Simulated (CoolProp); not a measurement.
Vapour-liquid equilibrium of R227EA (1) + isobutene (2) at 217.9 K; x and y are mole fractions of (1).

Values from CoolProp's multi-fluid Helmholtz-energy mixture model, Lemmon 2016 and Lemmon 2005; pair parameters Bell 2016.

| x | bubble pressure (kPa) | y at the bubble point | dew pressure at overall composition x (kPa) | liquid density (mol/L) |
|---|---|---|---|---|
| 0.05 | 12.04 | (withheld) | 9.783 | 11.94 |
| 0.2 | 15.57 | 0.479 | (withheld) | 11.50 |
| 0.35 | 16.44 | 0.534 | 13.38 | 11.10 |
| 0.5 | 16.68 | 0.561 | 15.94 | 10.75 |
| 0.65 | 16.67 | 0.599 | 16.37 | (withheld) |
| 0.8 | (withheld) | (withheld) | 14.94 | (withheld) |
| 0.95 | (withheld) | (withheld) | 13.48 | 9.906 |

Task: Complete the blanks.

Result: 
- 0.05, y at the bubble point: 0.257
- 0.2, dew pressure at overall composition x (kPa): 11.33
- 0.65, liquid density (mol/L): 10.43
- 0.8, bubble pressure (kPa): 16.11
- 0.8, y at the bubble point: 0.681
- 0.8, liquid density (mol/L): 10.15
- 0.95, bubble pressure (kPa): 14.18
- 0.95, y at the bubble point: 0.876

y crosses x between x = 0.5 and 0.65: the model has an azeotrope there.

Pair parameters are fitted to limited data, so mixtures are less certain than the pure fluids. With so large a gap from Raoult's law the liquid may split in two, which this calculation doesn't test in full.
